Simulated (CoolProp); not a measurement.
A single-stage vapour-compression cycle with R404A: evaporating at 268.15 K (dew point), condensing at 296.15 K (bubble point), superheat 5 K, subcooling 0 K, compressor efficiency 0.9, no pressure losses. Each further row changes one setting.

The numbers come from the reference Helmholtz-energy equation of state, Lemmon 2003 in CoolProp. It is a pseudo-pure fit of the blend.

| case | cooling COP | pressure ratio | discharge temperature (K) | refrigerating effect (kJ/kg) | volumetric capacity (kJ/m³) |
|---|---|---|---|---|---|
| as stated | 7.00 | 2.33 | 306.3 | 135 | 3390 |
| evaporating temperature 273.15 K | 8.87 | 1.98 | 305.4 | 138 | 4060 |
| condensing temperature 291.15 K | 8.81 | 2.04 | 300.6 | 142 | 3570 |
| subcooling 5 K | 7.40 | 2.33 | 306.3 | 142 | 3570 |
| superheat 15 K | 7.06 | 2.33 | 316.0 | 144 | 3430 |
| compressor efficiency 0.8 | 6.23 | 2.33 | 308.5 | 135 | 3390 |
